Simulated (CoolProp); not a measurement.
CH3F (R41) along the isobar 12.9 MPa: fugacity coefficient from the reference equation and from simpler models built on Tc = 317.3 K, pc = 5.906 MPa, ω = 0.200; each cubic takes its own stable root.

Computed with CoolProp (reference Helmholtz-energy equation of state, Lemmon 2006). It is a short technical equation, of lower accuracy than the large ones.

```json
[
 {"T (K)": "240.6", "phase": "liquid", "reference": "0.06590"},
 {"T (K)": "263.6", "phase": "liquid", "reference": "0.1245"},
 {"T (K)": "286.7", "phase": "liquid", "reference": "0.2058"},
 {"T (K)": "309.7", "phase": "liquid", "reference": "0.3053"},
 {"T (K)": "332.8", "phase": "supercritical", "reference": "0.4156"},
 {"T (K)": "355.8", "phase": "supercritical", "reference": "0.5220"},
 {"T (K)": "378.9", "phase": "supercritical", "reference": "0.6103"},
 {"T (K)": "401.9", "phase": "supercritical", "reference": "0.6786"},
 {"T (K)": "425", "phase": "supercritical", "reference": "0.7330"}
]
```

Question: How far does each simpler model (van der Waals, Redlich-Kwong) lie from the reference over these 9 states: mean and median of the absolute difference, and the worst?

Answer: 
- van der Waals: mean 40.8 %, median 13.7 %, worst +166.5 % at 240.6 K and 12.9 MPa
- Redlich-Kwong: mean 14.1 %, median 8.8 %, worst +41.4 % at 240.6 K and 12.9 MPa
